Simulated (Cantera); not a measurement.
Feed: 1 mol SiH4, 0.94 mol C2H4, 1900 mol H2, held at 2198.15 K and 12.0 mbar.

These are equilibrium values from Cantera (NASA tables, ideal gas, pure condensed phases), not measurements of a reactor. Candidate condensed phases: C, C6H6, C7H8, C8H18, Si, SiC; 87 gas species. Equilibrium is a limit: real reactors are often held back by kinetics, nucleation or transport.

Base state: H2 0.949, H 0.0496, Si 0.000473, C2H2 (acetylene) 0.000469, SiH 2.24e-5 (mole fractions); condensed: gas only.

What changes in the equilibrium state with this change: pressure from 12.0 mbar to 35.0 mbar?


```
species             before     after
----------------  --------  --------
H2                   0.949     0.970
H                   0.0496    0.0293
C2H2 (acetylene)  0.000469  0.000472
Si                0.000473  0.000450
SiH2               4.39e-6   1.25e-5
SiH                2.24e-5   3.68e-5
```
Gases not in the tables: Si2H6 and higher silanes.

What changes in the equilibrium state with this change: temperature from 2198.15 K to 2300 K?


```
species             before     after
----------------  --------  --------
H2                   0.949     0.915
H                   0.0496    0.0845
Si                0.000473  0.000473
C2H2 (acetylene)  0.000469  0.000461
SiH                2.24e-5   1.82e-5
```

What changes in the equilibrium state with this change: temperature from 2198.15 K to 1548.15 K?


```
species             before     after
----------------  --------  --------
H2                   0.949     1.000
H                   0.0496  0.000282
CH4                1.26e-6   2.46e-5
Si                0.000473   2.32e-8
SiH                2.24e-5   6.73e-9
C2H2 (acetylene)  0.000469   1.57e-5
C(graphite), mol         0     0.773
SiC(s), mol              0     1.000
```
